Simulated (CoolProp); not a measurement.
R410A at 443.92 K and 0.576 MPa flows at 0.18 m/s in a round tube of 6 mm bore and 45 µm roughness, fully developed (64/Re and Nu = 3.66 if laminar; Colebrook and Gnielinski if turbulent). Each further row changes one setting.

Computed with CoolProp (reference Helmholtz-energy equation of state, Lemmon 2003). It is a pseudo-pure fit of the blend.

```csv
case,Reynolds number,Darcy friction factor,pressure drop (Pa/m),heat-transfer coefficient (W/(m² K)),mass flow (kg/h)
as stated,649,0.0987,3.07,14.9,0.211
velocity 0.36 m/s,1300,0.0493,6.14,14.9,0.422
diameter 12 mm,1300,0.0493,0.768,7.45,0.845
```

Viscosity comes from a separate model (Geller 2000). Thermal conductivity comes from a separate model (Geller 2001).
